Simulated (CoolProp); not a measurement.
Vapour-liquid equilibrium of toluene (1) + n-decane (2) at 1.12 MPa; x and y are mole fractions of (1).

Model: multi-fluid Helmholtz-energy mixture model, Lemmon 2006 and Lemmon 2006; pair parameters Bell 2016, in CoolProp.

| x | bubble temperature, mixture model (K) | bubble temperature, Raoult's law (K) | y, mixture model | y, Raoult's law |
|---|---|---|---|---|
| 0.05 | 568.1 | 566.5 | 0.088 | 0.134 |
| 0.15 | 558.6 | 555.2 | 0.258 | 0.348 |
| 0.25 | 549.0 | 545.3 | 0.412 | 0.509 |
| 0.35 | 539.8 | 536.5 | 0.544 | 0.632 |
| 0.45 | 531.3 | 528.7 | 0.654 | 0.727 |
| 0.55 | 523.6 | 521.6 | 0.744 | 0.803 |
| 0.65 | 516.7 | 515.2 | 0.818 | 0.863 |
| 0.75 | 510.4 | 509.4 | 0.880 | 0.912 |
| 0.85 | 504.7 | 504.1 | 0.932 | 0.952 |
| 0.95 | 499.4 | 499.2 | 0.979 | 0.986 |

The largest gap from Raoult's law is +3.7 K in bubble temperature, at x = 0.25. No azeotrope shows between x = 0.05 and 0.95.

Pair parameters are fitted to limited data, so mixtures are less certain than the pure fluids.
